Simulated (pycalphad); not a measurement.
Computed with pycalphad from the COST 507 light-alloy database (1999), at 1 atm. These are 1990s assessments: newer ones move some temperatures and phases. Diffusion is slow at the low end, where real alloys seldom reach equilibrium.

Molar enthalpy of Si-71.53Y (wt.%) in equilibrium (SER reference):

```csv
T (K),H (kJ/mol),phases
2450,48.61,liquid
2350,45.19,liquid
2250,41.76,liquid
2150,38.34,liquid
2100,36.63,liquid
2050,10.57,liquid + SIY
1950,-4.74,SIY + liquid
1900,-31.59,SIY + SI5Y3_H
1850,-33.22,SIY + SI5Y3_H
1750,-36.48,SIY + SI5Y3_H
1650,-39.73,SIY + SI5Y3_H
1550,-42.93,SIY + SI5Y3_H
1450,-46.08,SIY + SI5Y3_H
1350,-49.17,SIY + SI5Y3_H
1250,-52.21,SIY + SI5Y3_H
1150,-55.19,SIY + SI5Y3_H
1050,-58.11,SIY + SI5Y3_H
950,-60.97,SIY + SI5Y3_H
850,-63.77,SIY + SI5Y3_H
750,-66.52,SIY + SI5Y3_H
650,-69.53,SIY + SI5Y3_R
550,-72.14,SIY + SI5Y3_R
```

Cooling from 2100 K to 1900 K, across the freezing range, releases 68.2 kJ/mol, or 1240 J/g. The slope is 34 J/(mol K) in the liquid and 33 J/(mol K) just below the solidus, where it includes any heat of precipitation. Liquidus 2090 K, solidus 1915 K. Changes were sought between steps of 50 K, so a narrower field can be missed.

Database names, with the compositions (at.%) that they take in these runs: SIY: Si 50 Y 50; SI5Y3_H: Si 62 Y 38; SI5Y3_R: Si 62 Y 38.
